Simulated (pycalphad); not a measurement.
CALPHAD calculation (pycalphad, COST 507 light-alloy database (1999)), 1 atm. These are 1990s assessments: newer ones move some temperatures and phases. The system is extrapolated from its subsystems; higher-order compounds may be missing. Amounts are mole fractions of atoms. Kinetics are ignored, which matters at the lower temperatures.

### Question
Give the equilibrium state of Ti-7.03V-0.2927Si (wt.%) at 750 K.

### Answer
hcp, fraction 0.893, with 1.3 V, 0.20 Si wt.%; bcc, fraction 0.101, with 56.9 V, 0.25 Si wt.%; SITI3, fraction 0.006, with no V, 16.4 Si wt.%.

### Question
Give the equilibrium state of Ti-7.03V-0.2927Si (wt.%) at 900 K.

### Answer
hcp, fraction 0.750, with 1.6 V, 0.14 Si wt.%; bcc, fraction 0.250, with 23.3 V, 0.74 Si wt.%.

Database names, with the compositions (at.%) that they take in these runs: SITI3: Ti 75 Si 25. An entry "none" or "no" means that the model of the phase leaves that element out.
